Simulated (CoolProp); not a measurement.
Tetrahydrofuran at several states: density (kg/m³) from the reference equation and from simpler models built on Tc = 267.0 °C, pc = 53.04 bar, ω = 0.234; each cubic takes its own stable root.

The numbers come from the reference Helmholtz-energy equation of state, Fiedler 2023 in CoolProp.

```json
[
 {"T (°C)": "91.95", "p (bar)": "0.129", "phase": "gas", "reference": "0.3073"},
 {"T (°C)": "123.25", "p (bar)": "4.61", "phase": "gas", "reference": "11.02"},
 {"T (°C)": "-32.15", "p (bar)": "86.6", "phase": "liquid", "reference": "948.5"},
 {"T (°C)": "152.55", "p (bar)": "0.112", "phase": "gas", "reference": "0.2285"},
 {"T (°C)": "117.65", "p (bar)": "21.3", "phase": "liquid", "reference": "775.7"},
 {"T (°C)": "190.55", "p (bar)": "0.588", "phase": "gas", "reference": "1.106"}
]
```

Problem. How far does each simpler model (van der Waals, Redlich-Kwong, Soave-Redlich-Kwong, Peng-Robinson) lie from the reference over these 6 states: mean and median of the absolute difference, and the worst?

Solution. 
- van der Waals: mean 13.3 %, median 1.5 %, worst -38.4 % at -32.15 °C and 86.6 bar
- Redlich-Kwong: mean 3.5 %, median 0.6 %, worst -10.8 % at 117.65 °C and 21.3 bar
- Soave-Redlich-Kwong: mean 2.6 %, median 0.2 %, worst -8.1 % at -32.15 °C and 86.6 bar
- Peng-Robinson: mean 1.4 %, median 0.1 %, worst +4.8 % at 117.65 °C and 21.3 bar
